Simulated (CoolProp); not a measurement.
Vapour-liquid equilibrium of R22 (1) + C3F8 (R218) (2) at -17.75 °C; x and y are mole fractions of (1).

Values from CoolProp's multi-fluid Helmholtz-energy mixture model, Kamei 1995 and Lemmon 2006; pair parameters Bell 2016.

```csv
x,"bubble pressure, mixture model (kPa)","bubble pressure, Raoult's law (kPa)","y, mixture model","y, Raoult's law"
0.05,246.8,224.8,0.133,0.059
0.2,299.9,231.6,0.369,0.231
0.35,328.0,238.3,0.490,0.393
0.5,339.8,245.0,0.564,0.546
0.65,341.5,251.7,0.623,0.690
0.8,332.5,258.4,0.698,0.828
0.95,295.0,265.1,0.871,0.958
```

The largest gap from Raoult's law is +38.7 % in bubble pressure, at x = 0.5. y crosses x between x = 0.5 and 0.65: the model has an azeotrope there.

Pair parameters are fitted to limited data, so mixtures are less certain than the pure fluids.
